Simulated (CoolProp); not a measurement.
Vapour-liquid equilibrium of fluoroethane (R161) (1) + R134a (2) at 318.6 K; x and y are mole fractions of (1).

Values from CoolProp's multi-fluid Helmholtz-energy mixture model, Wu 2012 and Tillner-Roth 1994; pair parameters Bell 2016.

```
x     bubble pressure, mixture model (MPa)  bubble pressure, Raoult's law (MPa)  y, mixture model  y, Raoult's law
----  ------------------------------------  -----------------------------------  ----------------  ---------------
0.05                                     ?                                1.193             0.057            0.065
0.2                                  1.226                                1.250                 ?            0.249
0.35                                     ?                                1.308             0.392            0.417
0.5                                      ?                                1.365             0.550            0.570
0.65                                     ?                                1.422             0.699            0.711
0.8                                  1.454                                1.480                 ?            0.841
0.95                                     ?                                1.537             0.962            0.962
```

Question: Fill in the missing entries.

Answer: 
- 0.05, bubble pressure, mixture model (MPa): 1.186
- 0.2, y, mixture model: 0.227
- 0.35, bubble pressure, mixture model (MPa): 1.272
- 0.5, bubble pressure, mixture model (MPa): 1.325
- 0.65, bubble pressure, mixture model (MPa): 1.386
- 0.8, y, mixture model: 0.837
- 0.95, bubble pressure, mixture model (MPa): 1.530

The largest gap from Raoult's law is -2.9 % in bubble pressure, at x = 0.5. No azeotrope shows between x = 0.05 and 0.95.

The pair parameters rest on a limited set of measurements; away from them the model extrapolates.
